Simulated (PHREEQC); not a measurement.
Model water analysis in mg/L, 75 °C, pH 2.78, pe 9.6:

| constituent | mg/L |
|---|---|
| Na | 33.5 |
| K | 0.0397 |
| Ca | 304 |
| Mg | 28.8 |
| Cl | 224 |
| S(6) as SO4 | 729 |
| Cu(2) | 12.8 |
| Pb | 3.66 |

Valence states are taken as typed.

The numbers come from PHREEQC with the ion-association model, wateq4f.dat.

```json
[
 {"quantity": "ionic strength (mol/kgw)", "before": "0.0265", "after": "0.0334"},
 {"quantity": "Ca+2 (mol/kgw)", "before": "0.00578", "after": "0.00590"},
 {"quantity": "SO4-2 (mol/kgw)", "before": "0.00387", "after": "0.00402"},
 {"quantity": "CaSO4 (mol/kgw)", "before": "0.00177", "after": "0.00165"},
 {"quantity": "HSO4- (mol/kgw)", "before": "0.00135", "after": "0.00134"},
 {"quantity": "Mg+2 (mol/kgw)", "before": "0.000683", "after": "0.000707"},
 {"quantity": "SI of Anglesite (PbSO4)", "before": "-0.48", "after": "-0.63"},
 {"quantity": "SI of Gypsum (CaSO4:2H2O)", "before": "-0.51", "after": "-0.54"}
]
```

### Question
What was changed between the two runs?
A) temperature from 75 to 80 °C at the same typed pH
B) Cl from 224 to 672 mg/L
C) all concentrations times 4 at the same typed pH

### Answer
B, Cl from 224 to 672 mg/L

This is a speciation only: nothing precipitates in the calculation. Away from 25 °C the constants follow the database's enthalpies or fits; those with neither stay at their 25 °C values.
